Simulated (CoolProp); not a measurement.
A single-stage vapour-compression cycle with trans-2-butene: evaporating at 327.15 K (dew point), condensing at 389.15 K (bubble point), superheat 8 K, subcooling 8 K, compressor efficiency 0.6, no pressure losses. Each further row changes one setting.

The numbers come from the reference Helmholtz-energy equation of state, Lemmon 2005 in CoolProp. It is a short technical equation, of lower accuracy than the large ones.

```json
[
 {"case": "as stated", "cooling COP": "___", "pressure ratio": "3.82", "discharge temperature (K)": "406.1", "refrigerating effect (kJ/kg)": "217", "volumetric capacity (kJ/m³)": "2650"},
 {"case": "evaporating temperature 332.15 K", "cooling COP": "___", "pressure ratio": "3.36", "discharge temperature (K)": "405.1", "refrigerating effect (kJ/kg)": "___", "volumetric capacity (kJ/m³)": "___"},
 {"case": "condensing temperature 384.15 K", "cooling COP": "2.60", "pressure ratio": "3.48", "discharge temperature (K)": "___", "refrigerating effect (kJ/kg)": "232", "volumetric capacity (kJ/m³)": "2830"},
 {"case": "subcooling 13 K", "cooling COP": "2.44", "pressure ratio": "3.82", "discharge temperature (K)": "406.1", "refrigerating effect (kJ/kg)": "232", "volumetric capacity (kJ/m³)": "2830"},
 {"case": "superheat 18 K", "cooling COP": "2.35", "pressure ratio": "3.82", "discharge temperature (K)": "415.9", "refrigerating effect (kJ/kg)": "236", "volumetric capacity (kJ/m³)": "2760"},
 {"case": "compressor efficiency 0.5", "cooling COP": "1.90", "pressure ratio": "3.82", "discharge temperature (K)": "413.8", "refrigerating effect (kJ/kg)": "217", "volumetric capacity (kJ/m³)": "2650"}
]
```

### Question
What belongs in the gaps?

### Answer

- as stated, cooling COP: 2.28
- evaporating temperature 332.15 K, cooling COP: 2.59
- evaporating temperature 332.15 K, refrigerating effect (kJ/kg): 224
- evaporating temperature 332.15 K, volumetric capacity (kJ/m³): 3090
- condensing temperature 384.15 K, discharge temperature (K): 400.9
